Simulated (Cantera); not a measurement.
A closed system holds: 1 mol SiHCl3, 42 mol NH3, 79 mol N2, equilibrated at 3.70 mbar.

Cantera equilibrium calculation (NASA polynomials, part measured and part estimated; ideal gas, pure solids and liquids). Candidate condensed phases: NH4Cl, Si, Si3N4; 28 gas species. The tables' values for SiCl, SiN are old estimates; treat these amounts as uncertain. Gases not in the tables: Si2H6 and higher silanes. Kinetics and transport are ignored.

log p: log10 of the partial pressure in bar; n: condensed amount in mol.

| T (K) | log p N2 | log p H2 | log p H | log p HCl | log p Si | log p SiCl2 | log p Cl | n Si3N4(s) | n Si(l) |
|---|---|---|---|---|---|---|---|---|---|
| 700 | -2.65 | -2.86 | <-14 | -4.17 | <-14 | <-14 | <-14 | 0.333 | 0 |
| 900 | -2.65 | -2.86 | -11.36 | -4.17 | <-14 | -12.22 | -12.69 | 0.333 | 0 |
| 1100 | -2.65 | -2.86 | -9.02 | -4.17 | <-14 | -9.42 | -10.38 | 0.333 | 0 |
| 1300 | -2.65 | -2.86 | ___ | -4.17 | ___ | ___ | ___ | 0.333 | 0 |
| 1500 | -2.65 | -2.86 | ___ | -4.18 | ___ | ___ | ___ | 0.322 | 0 |
| 1700 | -2.65 | -2.85 | -5.26 | -4.26 | -6.27 | -5.22 | -6.77 | 0.232 | 0 |
| 1900 | -2.65 | -2.86 | -4.53 | -4.27 | -4.90 | -5.25 | -6.06 | 0 | 0.0688 |
| 2100 | -2.66 | -2.88 | -3.95 | -4.22 | -4.71 | -6.06 | -5.42 | 0 | 0 |

Complete the blanks.


- 1300, log p H: -7.38
- 1300, log p Si: -12.80
- 1300, log p SiCl2: -7.50
- 1300, log p Cl: -8.77
- 1500, log p H: -6.18
- 1500, log p Si: -9.09
- 1500, log p SiCl2: -6.12
- 1500, log p Cl: -7.60
